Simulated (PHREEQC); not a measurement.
Dissolve 0.037 mol CdI2 per kg of water at 60 °C. Closed to the air; pH follows from the charge balance.

The numbers come from PHREEQC with the ion-association model, wateq4f.dat.

```
quantity                  before    after
------------------------  ------  -------
pH                          5.68     5.90
ionic strength (mol/kgw)  0.0438  0.00861
```

Question: Name the change that produced these shifts.
(A) CdI2 from 0.037 to 0.185 mol/kgw
(B) CdI2 from 0.037 to 0.0037 mol/kgw
(C) CdI2 replaced by CdSO4 at the same molality
(D) CdI2 replaced by ZnI2 at the same molality

Answer: B, CdI2 from 0.037 to 0.0037 mol/kgw

This is a speciation only: nothing precipitates in the calculation. At this temperature some constants are extrapolated from 25 °C, and those without enthalpy data are left unchanged.
